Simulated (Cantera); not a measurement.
## C2H5OH + H2O + H2 (carbon deposition, reforming and gasification)

Charge: 1 mol C2H5OH, 1.2 mol H2O, 1.7 mol H2, at 84.0 bar.

Method: chemical equilibrium by Gibbs-energy minimisation in Cantera with the NASA 1993 tables (ideal gas, pure condensed phases). Candidate condensed phases: C, C6H6, C7H8, C8H18, H2O; 110 gas species. The ideal-gas law is rough above about 30 bar. Kinetics and transport are ignored.

```csv
T (K),x H2,x CH4,x H2O,x CO,x CO2,x C2H6,x C2H4
998,0.243,0.343,0.330,0.0282,0.0555,8.40e-5,1.46e-6
1048,0.295,0.309,0.295,0.0460,0.0546,8.53e-5,2.79e-6
1098,0.350,0.271,0.259,0.0688,0.0506,8.11e-5,4.72e-6
1148,0.407,0.231,0.224,0.0950,0.0442,7.21e-5,7.16e-6
1198,0.461,0.191,0.189,0.122,0.0367,6.00e-5,9.83e-6
1248,0.512,0.153,0.157,0.148,0.0292,4.70e-5,1.23e-5
1298,0.557,0.120,0.129,0.171,0.0226,3.49e-5,1.43e-5
1348,0.595,0.0920,0.105,0.191,0.0172,2.47e-5,1.56e-5
1398,0.626,0.0693,0.0853,0.206,0.0130,1.69e-5,1.60e-5
1448,0.651,0.0515,0.0697,0.218,0.00983,1.12e-5,1.55e-5
1498,0.670,0.0378,0.0576,0.227,0.00756,7.20e-6,1.44e-5
1548,0.685,0.0275,0.0484,0.234,0.00592,4.52e-6,1.28e-5
1598,0.695,0.0199,0.0415,0.239,0.00475,2.77e-6,1.10e-5
```
x: gas mole fraction; nothing condenses.

From 998 K to 1598 K nothing is condensed. The main C-bearing gas is CH4 at 998 K and CO at 1598 K.
